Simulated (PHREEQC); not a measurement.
1 kg of water holding 0.085 mol CaCl2, 0.0045 mol SrCl2 and 0.022 mol KCl is evaporated at 20 °C; the solids stay in contact with the brine. CO2 from the air is kept out. Solids allowed: Portlandite, Sylvite. Others were left out.

Model: Pitzer model, pitzer.dat, run in PHREEQC.

**Question.** Predict ionic strength, water activity, Cl in solution (mol/kgw) at water left (kg) = 1, 0.2082, 0.0293, 0.02407, 0.01627.

**Answer.** 
| water left (kg) | ionic strength | water activity | Cl in solution (mol/kgw) |
|---|---|---|---|
| 1 | 0.290 | 0.995 | 0.201 |
| 0.2082 | 1.40 | 0.976 | 0.965 |
| 0.0293 | 9.92 | 0.716 | 6.86 |
| 0.02407 | 12.1 | 0.631 | 8.35 |
| 0.01627 | 17.1 | 0.423 | 11.6 |

Species that the database lacks are ignored.
